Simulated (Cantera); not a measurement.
Feed: 1 mol BF₃, 2.2 mol H₂, held at 1325 K and 0.200 bar.

Method: chemical equilibrium by Gibbs-energy minimisation in Cantera with the NASA 1993 tables (ideal gas, pure condensed phases). Candidate condensed phases: B; 20 gas species. The tables' values for BF₂ are old estimates; treat these amounts as uncertain. Rates play no part.

Base state: H₂ 0.681, BF₃ 0.306, HF 0.00674, BHF₂ 0.00648, BF₂ 0.000257 (mole fractions); condensed: gas only.

Q: What changes in the equilibrium state with this change: 0.14 mol HF added?

A: 
```tsv
species	before	after
H₂	0.681	0.658
BF₃	0.306	0.298
HF	0.00674	0.0429
BHF₂	0.00648	0.000960
BF₂	0.000257	3.87e-5
```

Q: What changes in the equilibrium state with this change: temperature from 1325 K to 1575 K?

A: 
```tsv
species	before	after
H₂	0.681	0.670
BF₃	0.306	0.294
HF	0.00674	0.0180
BHF₂	0.00648	0.0133
BF	1.25e-6	0.000138
H	3.02e-6	7.61e-5
```

Q: What changes in the equilibrium state with this change: temperature from 1325 K to 1200 K?

A: 
| species | before | after |
|---|---|---|
| H₂ | 0.681 | 0.684 |
| BF₃ | 0.306 | 0.309 |
| HF | 0.00674 | 0.00374 |
| BF₂ | 0.000257 | 3.66e-5 |
| BHF₂ | 0.00648 | 0.00371 |
